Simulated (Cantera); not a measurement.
An adiabatic, constant-volume homogeneous reactor starts with CH4 : CO : O2 : N2 = 1 : 0.89 : 1.11 : 3.78 (molar parts), at 1375 K and 880000 Pa. Integrator tolerance rtol = 1e-08.

Model: GRI-Mech 3.0 (53 species, 325 reactions), integrated in Cantera.

Task: What does this change do: pressure from 880000 Pa to 59000 Pa?

Result: 
```csv
quantity,before,after
time of steepest temperature rise,1.48 ms,11.4 ms
temperature at 3.00 s,2796 K,2691 K
equilibrium temperature,2796 K,2691 K
x(CH4) at 3.00 s,1.69e-9 (gas-phase equilibrium 1.88e-9),9.52e-12 (gas-phase equilibrium 1.07e-11)
x(CO) at 3.00 s,0.215 (gas-phase equilibrium 0.215),0.213 (gas-phase equilibrium 0.213)
x(O2) at 3.00 s,2.18e-5 (gas-phase equilibrium 2.18e-5),0.000140 (gas-phase equilibrium 0.000140)
x(H2) at 3.00 s,0.129 (gas-phase equilibrium 0.129),0.126 (gas-phase equilibrium 0.126)
x(N2O) at 3.00 s,5.88e-8 (gas-phase equilibrium 5.88e-8),3.23e-8 (gas-phase equilibrium 3.23e-8)
```

Task: What does this change do: initial temperature 1375 to 1648 K?

Result: 
```
quantity                                                            before                                      after
---------------------------------  ---------------------------------------  -----------------------------------------
time of steepest temperature rise                                  1.48 ms                                    77.2 µs
temperature at 3.00 s                                               2796 K                                     2988 K
equilibrium temperature                                             2796 K                                     2988 K
x(CH4) at 3.00 s                   1.69e-9 (gas-phase equilibrium 1.88e-9)  7.28e-10 (gas-phase equilibrium 8.14e-10)
x(CO) at 3.00 s                        0.215 (gas-phase equilibrium 0.215)        0.216 (gas-phase equilibrium 0.216)
x(O2) at 3.00 s                    2.18e-5 (gas-phase equilibrium 2.18e-5)    9.84e-5 (gas-phase equilibrium 9.84e-5)
x(H2) at 3.00 s                        0.129 (gas-phase equilibrium 0.129)        0.126 (gas-phase equilibrium 0.126)
x(N2O) at 3.00 s                   5.88e-8 (gas-phase equilibrium 5.88e-8)    1.53e-7 (gas-phase equilibrium 1.53e-7)
```

Task: What does this change do: initial temperature 1375 to 1400 K?

Result: 
| quantity | before | after |
|---|---|---|
| time of steepest temperature rise | 1.48 ms | 1.09 ms |
| temperature at 3.00 s | 2796 K | 2815 K |
| equilibrium temperature | 2796 K | 2815 K |
| x(CH4) at 3.00 s | 1.69e-9 (gas-phase equilibrium 1.88e-9) | 1.55e-9 (gas-phase equilibrium 1.73e-9) |
| x(CO) at 3.00 s | 0.215 (gas-phase equilibrium 0.215) | 0.215 (gas-phase equilibrium 0.215) |
| x(O2) at 3.00 s | 2.18e-5 (gas-phase equilibrium 2.18e-5) | 2.55e-5 (gas-phase equilibrium 2.55e-5) |
| x(H2) at 3.00 s | 0.129 (gas-phase equilibrium 0.129) | 0.129 (gas-phase equilibrium 0.129) |
| x(N2O) at 3.00 s | 5.88e-8 (gas-phase equilibrium 5.88e-8) | 6.49e-8 (gas-phase equilibrium 6.49e-8) |
